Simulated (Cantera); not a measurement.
Feed: 1 mol ZrO2, 24 mol H2, 1 mol N2, at 1352 °C and 0.00140 bar.

Method: chemical equilibrium by Gibbs-energy minimisation in Cantera with the NASA 1993 tables (ideal gas, pure condensed phases). Candidate condensed phases: H2O, Zr, ZrN, ZrO2; 28 gas species. Equilibrium is a limit: real reactors are often held back by kinetics, nucleation or transport.

Base state: H2 0.958, N2 0.0400, H 0.00185 (mole fractions); condensed: ZrO2(tetragonal).

What changes in the equilibrium state with this change: temperature from 1352 °C to 1502 °C?


```
species                 before     after
---------------------  -------  --------
H2                       0.958     0.953
N2                      0.0400    0.0398
H                      0.00185   0.00755
ZrO2(tetragonal), mol    1.000     1.000
ZrN(s), mol                  0  0.000114
```
Mutual solubility and eutectic melting of coexisting phases are not modelled. ZrN: taken at fixed stoichiometry. Condensed phases not in the tables: solid solutions among these carbides, nitrides and lower oxides.
